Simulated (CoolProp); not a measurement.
Vapour-liquid equilibrium of propane (1) + R113 (2) at 173 kPa; x and y are mole fractions of (1).

Values from CoolProp's multi-fluid Helmholtz-energy mixture model, Lemmon 2009 and Marx 1992; pair parameters Bell 2016.

Task: Give the bubble temperature and the first vapour's composition at x = 0.275, 0.35, 0.425. Is there an azeotrope?

Result: x = 0.275: 275.3 K, y = 0.923; x = 0.35: 268.6 K, y = 0.949; x = 0.425: 263.6 K, y = 0.964. No azeotrope shows between x = 0.05 and 0.95.

The pair parameters rest on a limited set of measurements; away from them the model extrapolates.
